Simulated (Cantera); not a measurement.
Feed: 1 mol SiCl4, 1.8 mol Cl2, 11 mol H2, held at 1675 K and 9750 Torr.

Cantera equilibrium calculation (NASA polynomials, part measured and part estimated; ideal gas, pure solids and liquids). Candidate condensed phases: Si; 19 gas species. The tables' values for SiCl3 are old estimates; treat these amounts as uncertain. The numbers say what is thermodynamically allowed, not how fast it happens.

Base state: H2 0.624, HCl 0.304, SiCl4 0.0344, SiCl3 0.0130, SiHCl3 0.0127, SiCl2 0.0103, SiH2Cl2 0.000812, H 2.54e-5 (mole fractions); condensed: gas only.

Problem. What changes in the equilibrium state with this change: H2 from 11 to 2.7 mol?

Solution. 
```
species    before    after
-------  --------  -------
HCl         0.304    0.673
SiCl4      0.0344    0.158
H2          0.624    0.147
SiCl2      0.0103  0.00229
SiHCl3     0.0127  0.00624
SiCl3      0.0130   0.0132
SiH3Cl    1.57e-5  8.74e-8
SiH2Cl2  0.000812  4.25e-5
```

Problem. What changes in the equilibrium state with this change: H2 from 11 to 1.3 mol?

Solution. 
```json
[
 {"species": "HCl", "before": "0.304", "after": "0.629"},
 {"species": "SiCl4", "before": "0.0344", "after": "0.242"},
 {"species": "Cl2", "before": "4.32e-8", "after": "0.113"},
 {"species": "H2", "before": "0.624", "after": "1.02e-6"},
 {"species": "SiCl2", "before": "0.0103", "after": "2.76e-8"},
 {"species": "SiHCl3", "before": "0.0127", "after": "7.06e-8"},
 {"species": "Cl", "before": "9.69e-6", "after": "0.0157"},
 {"species": "SiCl3", "before": "0.0130", "after": "5.67e-5"},
 {"species": "SiH2Cl2", "before": "0.000812", "after": "<1e-9"},
 {"species": "SiH3Cl", "before": "1.57e-5", "after": "<1e-9"},
 {"species": "H", "before": "2.54e-5", "after": "3.25e-8"}
]
```

Problem. What changes in the equilibrium state with this change: H2 from 11 to 2.5 mol?

Solution. 
| species | before | after |
|---|---|---|
| HCl | 0.304 | 0.695 |
| SiCl4 | 0.0344 | 0.168 |
| H2 | 0.624 | 0.118 |
| SiCl2 | 0.0103 | 0.00182 |
| SiHCl3 | 0.0127 | 0.00515 |
| SiCl3 | 0.0130 | 0.0121 |
| SiH3Cl | 1.57e-5 | 4.35e-8 |
| SiH2Cl2 | 0.000812 | 2.72e-5 |
| Cl | 9.69e-6 | 5.09e-5 |
| H | 2.54e-5 | 1.11e-5 |
